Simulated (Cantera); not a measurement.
## NO annealing gas

An isothermal, constant-pressure homogeneous reactor starts with 56.9 % NO, 43.1 % N₂, at 1500 K and 110000 Pa.

Computed with Cantera and GRI-Mech 3.0 (53 species, 325 reactions).

```csv
t (s),x NO,x N₂,x N₂O,x O,x O₂
3.00e-5,0.569,0.431,9.82e-8,2.08e-8,1.97e-11
9.17e-5,0.569,0.431,3.00e-7,2.12e-8,7.81e-11
0.000280,0.569,0.431,9.15e-7,2.16e-8,3.22e-10
0.000857,0.569,0.431,2.77e-6,2.31e-8,1.73e-9
0.00262,0.569,0.431,8.26e-6,2.74e-8,1.33e-8
0.00801,0.569,0.431,2.33e-5,4.12e-8,1.55e-7
0.0245,0.569,0.431,5.70e-5,8.46e-8,2.77e-6
0.0749,0.569,0.431,9.80e-5,1.84e-7,5.68e-5
0.229,0.567,0.432,0.000109,2.45e-7,0.000495
0.700,0.564,0.433,0.000108,2.89e-7,0.00199
2.14,0.555,0.438,0.000104,3.91e-7,0.00647
6.54,0.529,0.451,9.43e-5,5.92e-7,0.0194
20.0,0.461,0.484,7.16e-5,9.23e-7,0.0527
```
x: mole fraction; the columns are a selection and need not sum to one.

Equilibrium at this temperature and pressure: NO 0.00136, N₂ 0.715, N₂O 8.34e-8, O 2.07e-6, O₂ 0.284 (gas phase only).
